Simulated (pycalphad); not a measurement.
Computed with pycalphad from the COST 507 light-alloy database (1999), at 1 atm. These are 1990s assessments: newer ones move some temperatures and phases. Amounts are mole fractions of atoms.

Q: Give the equilibrium state of Al-1.88Si-7.52C (at.%) at 950 K.

A: 
```
T = 950.00 K, P = 101325 Pa, N = 1 mol of atoms
G = -41756 J/mol, H = 21211 J/mol, S = 66.28 J/(mol K)  (SER reference)
chemical potentials (J/mol): Al -39120, Si -54033, C -70437
phase             fraction      x(Al)      x(Si)       x(C)
LIQUID              0.8278     0.9892     0.0108   1.17e-09
AL8SIC7             0.1579     0.5000     0.0625     0.4375
AL4C3               0.0143     0.5712   0.000264     0.4286
```

Q: Give the equilibrium state of Al-1.88Si-7.52C (at.%) at 1800 K.

A: liquid, fraction 0.831, with 2.2 Si, 0.33 C at.%; AL4C3, fraction 0.169, with 0.11 Si, 42.9 C at.%.

Database names, with the compositions (at.%) that they take in these runs: AL4C3: Al 57 C 43; AL8SIC7: Al 50 C 44 Si 6.
